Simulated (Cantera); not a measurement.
An isothermal, constant-pressure homogeneous reactor starts with H2 : O2 = 0.062 : 1 (molar parts), at 925 K and 0.0133 bar.

Cantera simulation using the H2/O2 subset of GRI-Mech 3.0, which has no nitrogen chemistry; the numbers are that mechanism's predictions, not measurements. Radical loss at walls, strong at low pressure, is not modelled. Below about 950 K walls govern HO2 and H2O2 in real vessels. The temperature is held fixed by assumption; the heat of reaction is taken as removed at once.

x: mole fraction; the columns are a selection and need not sum to one.

```
t (s)         x H2   x O2     x HO2     x H2O      x OH       x O       x H
--------  --------  -----  --------  --------  --------  --------  --------
0.000300    0.0584  0.942  1.77e-11  5.62e-12  4.70e-12  8.07e-12  1.46e-11
0.000715    0.0584  0.942  4.32e-11  5.35e-11  2.01e-11  4.53e-11  4.77e-11
0.00170     0.0584  0.942  1.23e-10  8.72e-10  2.01e-10  5.13e-10  4.33e-10
0.00405     0.0584  0.942   4.04e-9   1.41e-7   2.92e-8   7.55e-8       ___
0.00965     0.0462  0.935   7.49e-6   0.00929   0.00130   0.00396       ___
0.0230     0.00121  0.932   9.36e-6    0.0565  0.000987   0.00611       ___
0.0548    0.000178  0.939   4.71e-6    0.0597  0.000266   0.00106       ___
0.130      3.21e-5  0.940   1.83e-6    0.0600   9.74e-5  0.000180       ___
0.311      6.13e-6  0.940   5.93e-7    0.0601   4.16e-5   3.29e-5       ___
0.740      1.12e-6  0.940   1.71e-7    0.0601   1.93e-5   6.86e-6       ___
1.76       1.90e-7  0.940   4.94e-8    0.0601   9.70e-6   1.70e-6       ___
4.20       3.38e-8  0.940   1.56e-8    0.0601   5.23e-6   4.92e-7       ___
10.0       8.00e-9  0.940   5.38e-9    0.0601   2.99e-6   1.62e-7  2.42e-10
```

Q: Fill in the missing entries.

A: 
- 0.00405, x H: 6.21e-8
- 0.00965, x H: 0.00455
- 0.0230, x H: 0.00309
- 0.0548, x H: 0.000143
- 0.130, x H: 8.85e-6
- 0.311, x H: 6.90e-7
- 0.740, x H: 6.68e-8
- 1.76, x H: 8.25e-9
- 4.20, x H: 1.29e-9
